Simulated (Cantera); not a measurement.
A freely propagating, adiabatic, planar premixed flame of CH4 : C2H6 : O2 : N2 = 1 : 0.31 : 3.08 : 12.3 (molar parts), equivalence ratio 1.0, unburnt at 525 K and 4.30 bar; mixture-averaged transport, grid criteria slope 0.08 and curve 0.16, no radiation.

Cantera simulation using GRI-Mech 3.0 (53 species, 325 reactions); the numbers are that mechanism's predictions, not measurements. Burning velocities carry a grid error of a few per cent, more on coarse grids.

Question: How do the results move with these cheaper or finer settings: unity-Lewis-number transport; multicomponent transport; multicomponent+Soret transport; grid criteria slope 0.5, curve 1; grid criteria slope 0.25, curve 0.5; grid criteria slope 0.03, curve 0.06?

Answer: 
```
setting                               laminar burning velocity  thermal thickness  peak x(HCN)  peak x(CH2CO)  grid points
------------------------------------  ------------------------  -----------------  -----------  -------------  -----------
as above                                             59.9 cm/s           0.119 mm      4.40e-6       0.000539          142
unity-Lewis-number transport                         48.8 cm/s           0.130 mm      5.44e-6       0.000361          139
multicomponent transport                             60.4 cm/s           0.121 mm      4.43e-6       0.000546          142
multicomponent+Soret transport                       59.6 cm/s           0.121 mm      4.25e-6       0.000550          142
grid criteria slope 0.5, curve 1                     66.6 cm/s           0.129 mm      4.40e-6       0.000518           34
grid criteria slope 0.25, curve 0.5                  62.3 cm/s           0.123 mm      4.37e-6       0.000533           57
grid criteria slope 0.03, curve 0.06                 58.7 cm/s           0.119 mm      4.37e-6       0.000539          349
```
The base run took very roughly 8 core-seconds.
Unity Lewis numbers drop preferential diffusion, which matters most where H2 and H carry the flame; Soret adds thermal diffusion.
